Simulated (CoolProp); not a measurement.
Acetone along the isobar 4.11 MPa: density (kg/m³) from the reference equation and from simpler models built on Tc = 508.1 K, pc = 4.692 MPa, ω = 0.307; each cubic takes its own stable root.

Values from CoolProp's reference Helmholtz-energy equation of state, Lemmon 2006. It is a short technical equation, of lower accuracy than the large ones.

```csv
T (K),phase,reference
489,liquid,480.7
496.6,liquid,441.9
504.3,gas,115.8
511.9,gas,101.3
519.5,gas,92.48
527.1,gas,86.17
534.8,gas,81.20
542.4,gas,77.21
550,gas,73.84
```

Problem. How far does each simpler model (Redlich-Kwong, Soave-Redlich-Kwong) lie from the reference over these 9 states: mean and median of the absolute difference, and the worst?

Solution. 
- Redlich-Kwong: mean 15.7 %, median 5.3 %, worst -73.3 % at 496.6 K and 4.11 MPa
- Soave-Redlich-Kwong: mean 12.0 %, median 6.7 %, worst -32.3 % at 496.6 K and 4.11 MPa

At some of these states Redlich-Kwong gives the other phase, because its saturation line lies elsewhere.
